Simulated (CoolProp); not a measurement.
Properties of dimethyl ether along the isobar 11 MPa.

Values from CoolProp's reference Helmholtz-energy equation of state, Wu 2011.

| T (°C) | phase | Z | speed of sound (m/s) | viscosity (µPa s) |
|---|---|---|---|---|
| -35.65 | liquid | 0.3374 | 1272 | 260 |
| -19.15 | liquid | 0.3244 | 1188 | 212 |
| -2.65 | liquid | 0.3137 | 1106 | 179 |
| 13.85 | liquid | 0.3051 | 1024 | 154 |
| 30.35 | liquid | 0.2985 | 942.9 | 134 |
| 46.85 | liquid | 0.2938 | 861.6 | 118 |
| 63.35 | liquid | 0.2910 | 779.9 | 103 |
| 79.85 | liquid | 0.2905 | 696.9 | 90.6 |
| 96.35 | liquid | 0.2927 | 612.2 | 78.7 |
| 112.85 | liquid | 0.2987 | 525.5 | 67.3 |
| 129.35 | supercritical | 0.3105 | 437.8 | 56.2 |
| 145.85 | supercritical | 0.3327 | 353.3 | 45.5 |
| 162.35 | supercritical | 0.3744 | 283.0 | 35.8 |
| 178.85 | supercritical | 0.4455 | 243.3 | 28.9 |
| 195.35 | supercritical | 0.5297 | 237.3 | 25.6 |
| 211.85 | supercritical | 0.6020 | 245.1 | 24.2 |

Viscosity comes from a separate model (Meng 2012).
